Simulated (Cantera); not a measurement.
Standard-state values (1 bar) from the NASA 1993 polynomials, evaluated with Cantera. Values are per mole of reaction as written; species without (g) are pure solids or liquids, kept so even where they would boil at 1 bar.

Task: Between 300 and 975 K, where is each reaction favourable under standard conditions?
- 6 H2S(g) + 2 C6H6(g) + 3 Ni = 6 C2H4(g) + 3 NiS2

Result: 
- 6 H2S(g) + 2 C6H6(g) + 3 Ni = 6 C2H4(g) + 3 NiS2: ΔG° is -23 kJ at 300 K and 195 kJ at 975 K; it changes sign between 300 and 725 K. ΔH° is -114 kJ and ΔS° -317 J/K at 975 K.
